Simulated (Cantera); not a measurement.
An adiabatic, constant-volume homogeneous reactor starts with 4.95 % CH4, 2.03 % H2, 9.90 % O2, 83.1 % N2, equivalence ratio 1.1, at 1050 K and 11.8 atm.

Model: GRI-Mech 3.0 (53 species, 325 reactions), integrated in Cantera. The pressure lies above the range GRI-Mech 3.0 was tuned for (to about 10 atm).

x: mole fraction; the columns are a selection and need not sum to one.

```
t (s)     T (K)  P (bar)   x CH4     x H2     x O2     x H2O    x C2H4    x CH2O
--------  -----  -------  ------  -------  -------  --------  --------  --------
2.00e-6    1050     12.0  0.0495   0.0203   0.0990  2.13e-11    <1e-12    <1e-12
5.34e-6    1050     12.0  0.0495   0.0203   0.0990  7.30e-11    <1e-12  3.55e-12
1.43e-5    1050     12.0  0.0495   0.0203   0.0990  2.71e-10    <1e-12  2.37e-11
3.81e-5    1050     12.0  0.0495   0.0203   0.0990         ?    <1e-12  1.43e-10
0.000102   1050     12.0  0.0495   0.0203   0.0990   4.95e-9    <1e-12  7.27e-10
0.000271   1050     12.0  0.0495   0.0203   0.0990   2.51e-8    <1e-12   3.50e-9
0.000724   1050     12.0  0.0495   0.0203   0.0990   2.30e-7  1.81e-12   2.89e-8
0.00193    1050     12.0  0.0495   0.0203   0.0990   7.28e-6  3.34e-10   1.87e-6
0.00516    1085     12.4  0.0472   0.0193   0.0960         ?         ?         ?
0.0138     2376     27.2  <1e-12  0.00731  8.67e-5     0.111    <1e-12   1.09e-9
0.0368     2376     27.2  <1e-12  0.00733  8.57e-5     0.111    <1e-12   1.09e-9
0.0982     2376     27.2  <1e-12  0.00733  8.57e-5     0.111    <1e-12   1.09e-9
0.262      2376     27.2  <1e-12  0.00733  8.57e-5     0.111    <1e-12   1.09e-9
0.700      2376     27.2  <1e-12  0.00733  8.57e-5     0.111    <1e-12   1.09e-9
```

Q: What belongs in the gaps?

A: 
- 3.81e-5, x H2O: 1.13e-9
- 0.00516, x H2O: 0.00351
- 0.00516, x C2H4: 1.49e-5
- 0.00516, x CH2O: 0.00116
